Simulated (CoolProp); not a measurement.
A simple Rankine cycle with water: condensing at 327.15 K, boiler at 0.177 MPa, turbine inlet 539.5 K, turbine efficiency 0.8, pump efficiency 0.7, no recuperator. Each further row changes one setting.

The numbers come from the reference Helmholtz-energy equation of state, Wagner 2002 in CoolProp.

| case | thermal efficiency (%) | net work (kJ/kg) | heat in (kJ/kg) | turbine exit temperature (K) | volume ratio over the turbine |
|---|---|---|---|---|---|
| as stated | 13.4 | 371 | 2780 | 345.2 | 7.55 |
| turbine inlet 559.5 K | 13.6 | 384 | 2820 | 359.4 | 7.58 |
| condensing temperature 319.15 K | 14.8 | 417 | 2810 | 320.9 | 10.4 |
| boiler pressure 0.124 MPa | 11.8 | 329 | 2780 | 368.1 | 5.64 |
| turbine efficiency 0.7 | 11.7 | 325 | 2780 | 369.4 | 8.09 |
